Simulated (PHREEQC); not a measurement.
A solution holds 0.0016 mol CuSO4, 0.14 mol ZnCl2, 0.0011 mol HCl and 0.02 mol Na2SO4 per kg of water, at 60 °C. Closed to the air; pH follows from the charge balance.

Model: ion-association model, phreeqc.dat, run in PHREEQC.

This is a speciation only: nothing precipitates in the calculation.

Task: Order these Cu species by the share of Cu that they hold, largest first: CuSO4, CuCl+, CuCl2, Cu+2.

Result: Cu+2 (53 %), CuCl+ (38 %), CuSO4 (6.6 %), CuCl2 (2.6 %)

Task: Order these Cl species by the share of Cl that they hold, largest first: ZnCl4-2, Cl-, ZnCl2, ZnCl3-, ZnCl+.

Result: Cl- (79 %), ZnCl+ (15 %), ZnCl2 (3.3 %), ZnCl3- (1.6 %), ZnCl4-2 (0.58 %)

The pH is 3.25 and the ionic strength 0.336 mol/kgw. At this temperature some constants are extrapolated from 25 °C, and those without enthalpy data are left unchanged.
